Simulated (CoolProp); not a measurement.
R1336mzz(E) at 298.15 K and 0.144 MPa is throttled through a valve to 0.064 MPa with no heat exchange. Each further row changes one setting.

Computed with CoolProp (reference Helmholtz-energy equation of state, Akasaka 2023).

```tsv
case	temperature change (K)	final density (kg/m³)
as stated	-2.1	4.38
outlet pressure 0.0192 MPa	-3.2	1.29
outlet pressure 0.0832 MPa	-1.6	5.72
```
